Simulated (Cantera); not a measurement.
A freely propagating, adiabatic, planar premixed flame of CH4 : H2 : O2 : N2 : H2O = 1 : 0.53 : 2.54 : 9.57 : 0.53 (molar parts), unburnt at 475 K and 3450 Torr; mixture-averaged transport, grid criteria slope 0.08 and curve 0.16, no radiation.

Cantera simulation using GRI-Mech 3.0 (53 species, 325 reactions); the numbers are that mechanism's predictions, not measurements. Burning velocities carry a grid error of a few per cent, more on coarse grids.

How do the results move with these cheaper or finer settings: unity-Lewis-number transport; multicomponent transport; multicomponent+Soret transport; grid criteria slope 0.5, curve 1; grid criteria slope 0.25, curve 0.5; grid criteria slope 0.03, curve 0.06?


| setting | laminar burning velocity | thermal thickness | peak x(CH2O) | peak x(HCO) | grid points |
|---|---|---|---|---|---|
| as above | 44.1 cm/s | 0.133 mm | 0.00120 | 1.61e-5 | 155 |
| unity-Lewis-number transport | 43.2 cm/s | 0.127 mm | 0.000897 | 1.96e-5 | 136 |
| multicomponent transport | 44.8 cm/s | 0.134 mm | 0.00120 | 1.64e-5 | 155 |
| multicomponent+Soret transport | 43.9 cm/s | 0.135 mm | 0.00119 | 1.61e-5 | 155 |
| grid criteria slope 0.5, curve 1 | 47.3 cm/s | 0.147 mm | 0.00116 | 1.53e-5 | 37 |
| grid criteria slope 0.25, curve 0.5 | 45.5 cm/s | 0.138 mm | 0.00120 | 1.58e-5 | 59 |
| grid criteria slope 0.03, curve 0.06 | 43.8 cm/s | 0.131 mm | 0.00120 | 1.62e-5 | 337 |
The base run took around 18 core-seconds (rough).
Unity Lewis numbers drop preferential diffusion, which matters most where H2 and H carry the flame; Soret adds thermal diffusion.
